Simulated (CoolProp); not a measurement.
Sulfur hexafluoride at 298.15 K and 0.562 MPa is compressed adiabatically to 2.99 MPa with isentropic efficiency 0.75. Each further row changes one setting.

Computed with CoolProp (reference Helmholtz-energy equation of state, Guder 2009).

| case | work (kJ/kg) | final temperature (K) | final density (kg/m³) |
|---|---|---|---|
| as stated | 35.8 | ? | ? |
| efficiency 1 | 26.9 | ? | 189 |
| efficiency 0.65 | ? | ? | 172 |

Q: Complete the blanks.

A: 
- as stated, final temperature (K): 363.4
- as stated, final density (kg/m³): 178
- efficiency 1, final temperature (K): 353.2
- efficiency 0.65, work (kJ/kg): 41.3
- efficiency 0.65, final temperature (K): 369.7
